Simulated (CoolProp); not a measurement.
Vapour-liquid equilibrium of neopentane (1) + n-pentane (2) at 371.3 K; x and y are mole fractions of (1).

The numbers come from the multi-fluid Helmholtz-energy mixture model, Lemmon 2006 and Thol 2019; pair parameters Bell 2016 in CoolProp.

Problem. Give the bubble pressure and the first vapour's composition at x = 0.425, 0.5, 0.65. Is there an azeotrope?

Solution. x = 0.425: 780.3 kPa, y = 0.551; x = 0.5: 818.2 kPa, y = 0.622; x = 0.65: 894.7 kPa, y = 0.751. No azeotrope shows between x = 0.05 and 0.95.

The pair parameters rest on a limited set of measurements; away from them the model extrapolates.
